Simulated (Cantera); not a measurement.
**Thermodynamics of thermal oxidation and active oxidation of silicon, feed Si + CO2 + H2**

A closed system holds: 1 mol Si, 0.012 mol CO2, 160 mol H2, at 1 atm.

These are equilibrium values from Cantera (NASA tables, ideal gas, pure condensed phases), not measurements of a reactor. Candidate condensed phases: C, C6H6, C7H8, C8H18, H2O, Si, SiC, SiO2; 123 gas species. Mutual solubility and eutectic melting of coexisting phases are not modelled. The tables hold silica as quartz up to 1696 K and as liquid above; real silica turns to tridymite and cristobalite and melts near 1996 K. Gases not in the tables: Si2H6 and higher silanes. The numbers say what is thermodynamically allowed, not how fast it happens.

| T (K) | x H2 | x H | x SiO | x SiH2 | n Si(s) | n SiC(s) | n SiO2(β-quartz) | n Si(l) |
|---|---|---|---|---|---|---|---|---|
| 1025 | 1.000 | 4.33e-9 | 1.42e-9 | 1.90e-10 | 0.982 | 0.00625 | 0.0120 | 0 |
| 1100 | 1.000 | 2.57e-8 | 2.27e-8 | 1.32e-9 | 0.981 | 0.00696 | 0.0120 | 0 |
| 1175 | 1.000 | 1.22e-7 | 2.54e-7 | 7.10e-9 | 0.980 | 0.00752 | 0.0120 | 0 |
| 1250 | 1.000 | 4.80e-7 | 2.11e-6 | 3.13e-8 | 0.980 | 0.00797 | 0.0118 | 0 |
| 1325 | 1.000 | 1.62e-6 | 1.37e-5 | 1.17e-7 | 0.978 | 0.00831 | 0.0109 | 0 |
| 1400 | 1.000 | 4.83e-6 | 7.24e-5 | 3.77e-7 | 0.974 | 0.00843 | 0.00602 | 0 |
| 1475 | 1.000 | 1.29e-5 | 0.000145 | 1.08e-6 | 0.968 | 0.00832 | 0 | 0 |
| 1550 | 1.000 | 3.13e-5 | 0.000145 | 2.79e-6 | 0.968 | 0.00835 | 0 | 0 |
| 1625 | 1.000 | 7.01e-5 | 0.000144 | 6.61e-6 | 0.967 | 0.00832 | 0 | 0 |
| 1700 | 1.000 | 0.000146 | 0.000142 | 1.42e-5 | 0 | 0.00813 | 0 | 0.966 |
| 1775 | 1.000 | 0.000287 | 0.000138 | 2.50e-5 | 0 | 0.00709 | 0 | 0.966 |
| 1850 | 0.999 | 0.000535 | 0.000131 | 4.21e-5 | 0 | 0.00571 | 0 | 0.964 |
| 1925 | 0.999 | 0.000949 | 0.000123 | 6.81e-5 | 0 | 0.00387 | 0 | 0.960 |
| 2000 | 0.998 | 0.00161 | 0.000113 | 0.000106 | 0 | 0.00133 | 0 | 0.951 |
x: gas mole fraction; n: condensed amount in mol.

From 1025 K to 1400 K the condensed part is Si(s) + SiC(s) + SiO2(β-quartz). From 1475 K to 1625 K the condensed part is Si(s) + SiC(s). From 1700 K to 2000 K the condensed part is Si(l) + SiC(s). The main Si-bearing gas is SiH4 at 1025 K and SiO at 2000 K.
